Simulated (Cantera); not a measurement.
An isothermal, constant-pressure homogeneous reactor starts with N₂O = 1 (molar parts), at 1550 K and 4600 Pa.

Detailed kinetics in Cantera: GRI-Mech 3.0 (53 species, 325 reactions). GRI-Mech 3.0 was tuned for natural gas; its chemistry of N2O as a main component is partial and can be far from experiment. Radical loss at walls, strong at low pressure, is not modelled. The temperature is held fixed by assumption; the heat of reaction is taken as removed at once.

Predict: x(N₂O) at 70.0 s; x(O₂) at 70.0 s; x(NO₂) at 70.0 s; x(O) at 70.0 s; x(N₂) at 70.0 s; x(NO) at 70.0 s.


```
Property                                             Value
----------------  ----------------------------------------
x(N₂O) at 70.0 s   8.73e-6 (gas-phase equilibrium 2.15e-8)
x(O₂) at 70.0 s        0.247 (gas-phase equilibrium 0.332)
x(NO₂) at 70.0 s  0.000185 (gas-phase equilibrium 2.24e-6)
x(O) at 70.0 s     1.84e-5 (gas-phase equilibrium 2.12e-5)
x(N₂) at 70.0 s        0.580 (gas-phase equilibrium 0.666)
x(NO) at 70.0 s      0.173 (gas-phase equilibrium 0.00180)
```
